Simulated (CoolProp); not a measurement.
The fluid at 506.86 K and 0.315 MPa expands adiabatically to 0.0642 MPa with isentropic efficiency 1. The same conditions are run with several fluids, on thermodynamics alone (safety and materials aside).

Values from CoolProp's reference Helmholtz-energy equation of state of each fluid (isobutane: Bücker 2006; cyclohexane: Zhou 2014; o-xylene: Zhou 2012; ethanol: Schroeder 2014; cis-2-butene: Lemmon 2005).

```
fluid         work (kJ/kg)  final temperature (K)  final density (kg/m³)
------------  ------------  ---------------------  ---------------------
isobutane              109                  462.1                  0.975
cyclohexane           75.3                  470.8                   1.39
o-xylene              58.6                  472.3                   1.77
ethanol                134                  437.4                  0.819
cis-2-butene           112                  452.9                  0.961
```
